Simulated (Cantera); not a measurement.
Low-pressure radical oxidation in H2/O2

An isothermal, constant-pressure homogeneous reactor starts with 1.09 % H2, 98.9 % O2, at 1450 K and 0.00510 bar.

Detailed kinetics in Cantera: GRI-Mech 3.0 (53 species, 325 reactions). Radical loss at walls, strong at low pressure, is not modelled.

```csv
t (s),x H2,x O2,x HO2,x H2O2,x H,x OH,x H2O
3.00e-6,0.0109,0.989,5.63e-10,<1e-12,5.45e-10,1.88e-11,<1e-12
8.88e-6,0.0109,0.989,1.67e-9,<1e-12,1.51e-9,1.57e-10,<1e-12
2.63e-5,0.0109,0.989,4.93e-9,<1e-12,3.74e-9,1.21e-9,1.99e-11
7.77e-5,0.0109,0.989,1.46e-8,1.18e-12,7.22e-9,7.69e-9,4.03e-10
0.000230,0.0109,0.989,4.31e-8,1.01e-11,1.13e-8,3.69e-8,6.30e-9
0.000681,0.0109,0.989,1.27e-7,8.10e-11,2.58e-8,1.73e-7,8.56e-8
0.00201,0.0109,0.989,3.75e-7,5.66e-10,2.00e-7,1.80e-6,1.86e-6
0.00596,0.00998,0.988,5.87e-7,1.69e-9,5.36e-5,0.000483,0.000627
0.0176,4.78e-5,0.979,1.44e-7,3.40e-9,0.000308,0.00161,0.00987
0.0522,4.51e-5,0.979,1.42e-7,3.35e-9,0.000301,0.00159,0.00989
0.154,4.38e-5,0.979,1.40e-7,3.31e-9,0.000288,0.00157,0.00991
0.457,4.03e-5,0.980,1.34e-7,3.21e-9,0.000253,0.00150,0.00997
1.35,3.20e-5,0.982,1.19e-7,2.94e-9,0.000176,0.00134,0.0101
4.00,1.81e-5,0.985,8.70e-8,2.29e-9,7.37e-5,0.00101,0.0104
```
x: mole fraction; the columns are a selection and need not sum to one.

Equilibrium at this temperature and pressure: H2 1.46e-7, O2 0.989, HO2 3.78e-8, H2O2 1.19e-10, H 5.10e-8, OH 9.10e-5, H2O 0.0109 (gas phase only).
